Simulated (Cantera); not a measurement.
Charge: 1 mol Ti, 0.018 mol H₂O, 84 mol H₂, held at 40.0 Pa.

Method: chemical equilibrium by Gibbs-energy minimisation in Cantera with the NASA 1993 tables (ideal gas, pure condensed phases). Candidate condensed phases: H₂O, Ti, TiO, TiO₂, Ti₂O₃, Ti₃O₅, Ti₄O₇; 12 gas species. Mutual solubility and eutectic melting of coexisting phases are not modelled. TiO: taken at fixed stoichiometry. Condensed phases not in the tables: N, O or C dissolved in the metal. Kinetics and transport are ignored.

log p: log10 of the partial pressure in bar; n: condensed amount in mol.

```
T (K)  log p H₂  log p H  log p Ti  log p TiO  log p H₂O  n Ti(α)  n TiO(s)  n Ti(β)
-----  --------  -------  --------  ---------  ---------  -------  --------  -------
1123      -3.40    -9.07    -14.37       <-15        ___    0.982    0.0180        0
1173      -3.40    -8.63    -13.44       <-15        ___        0    0.0180    0.982
1223      -3.40    -8.22    -12.60       <-15        ___        0    0.0180    0.982
1273      -3.40    -7.85    -11.83     -14.60        ___        0    0.0180    0.982
1323      -3.40    -7.50    -11.11     -13.71        ___        0    0.0180    0.982
1373      -3.40    -7.18    -10.45     -12.88        ___        0    0.0180    0.982
1423      -3.40    -6.88     -9.83     -12.12        ___        0    0.0180    0.982
1473      -3.40    -6.60     -9.26     -11.41        ___        0    0.0180    0.982
1523      -3.40    -6.34     -8.73     -10.74        ___        0    0.0180    0.982
1573      -3.40    -6.09     -8.23     -10.12        ___        0    0.0180    0.981
1623      -3.40    -5.86     -7.76      -9.54        ___        0    0.0179    0.978
1673      -3.40    -5.64     -7.32      -9.00        ___        0    0.0178    0.972
```

Problem. Complete the blanks.

Solution. 
- 1123, log p H₂O: -15.00
- 1173, log p H₂O: -14.42
- 1223, log p H₂O: -13.89
- 1273, log p H₂O: -13.40
- 1323, log p H₂O: -12.96
- 1373, log p H₂O: -12.55
- 1423, log p H₂O: -12.17
- 1473, log p H₂O: -11.82
- 1523, log p H₂O: -11.50
- 1573, log p H₂O: -11.19
- 1623, log p H₂O: -10.91
- 1673, log p H₂O: -10.64
